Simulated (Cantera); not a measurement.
A perfectly stirred reactor is fed with NO : N₂ = 1 : 12 (molar parts), at 10000 Pa; it is held at 1850 K, and followed from long to short residence time.

Cantera simulation using GRI-Mech 3.0 (53 species, 325 reactions); the numbers are that mechanism's predictions, not measurements.

Task: What does this change do: temperature 1850 to 2025 K?

Result: 
```tsv
quantity	before	after
x(NO) at τ = 3.50 s	0.0745	0.0561
x(O) at τ = 3.50 s	2.98e-5	0.000276
x(NO₂) at τ = 3.50 s	5.21e-6	6.65e-6
x(N₂) at τ = 3.50 s	0.924	0.933
x(N₂O) at τ = 3.50 s	2.30e-6	1.40e-6
x(NO) at τ = 16.0 ms	0.0769	0.0769
x(O) at τ = 16.0 ms	4.32e-6	2.20e-5
x(NO₂) at τ = 16.0 ms	7.23e-7	7.05e-7
x(N₂) at τ = 16.0 ms	0.923	0.923
x(N₂O) at τ = 16.0 ms	1.44e-6	2.31e-6
```

Task: What does this change do: 0.89 parts H2O added?

Result: 
| quantity | before | after |
|---|---|---|
| x(NO) at τ = 3.50 s | 0.0745 | 0.0676 |
| x(O) at τ = 3.50 s | 2.98e-5 | 2.91e-5 |
| x(NO₂) at τ = 3.50 s | 5.21e-6 | 5.00e-6 |
| x(N₂) at τ = 3.50 s | 0.924 | 0.866 |
| x(N₂O) at τ = 3.50 s | 2.30e-6 | 1.22e-6 |
| x(NO) at τ = 16.0 ms | 0.0769 | 0.0720 |
| x(O) at τ = 16.0 ms | 4.32e-6 | 1.10e-6 |
| x(NO₂) at τ = 16.0 ms | 7.23e-7 | 3.58e-6 |
| x(N₂) at τ = 16.0 ms | 0.923 | 0.864 |
| x(N₂O) at τ = 16.0 ms | 1.44e-6 | 1.07e-6 |
